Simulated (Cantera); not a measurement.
## Transport properties of process gases

Gas mixture: H2 : CH4 : C2H2 : C2H6 = 0.9 : 0.32 : 0.74 : 0.16 (molar parts), at 1330 Pa, frozen composition.

Cantera's kinetic-theory transport with the Lennard-Jones parameters of GRI-Mech 3.0, ideal gas; thermal conductivity in the multicomponent form. The composition is frozen, though it would react at the higher temperatures.

```tsv
T (K)	ρ (kg/m³)	cp (J/kg/K)	μ (µPa s)	λ (mW/m/K)	Pr	D (cm²/s) CH4	D (cm²/s) NO	D (cm²/s) H2O
400	0.00587	2802	14.0	81.6	0.481	35.9	32.8	36.0
600	0.00391	3239	19.2	120	0.521	73.4	66.4	77.7
800	0.00293	3589	23.7	157	0.542	120	108	132
1000	0.00235	3886	27.7	194	0.554	176	158	196
1200	0.00196	4137	31.4	231	0.561	239	214	269
1400	0.00168	4345	34.8	268	0.564	309	277	352
```
D: mixture-averaged diffusion coefficient of that species in the mixture.
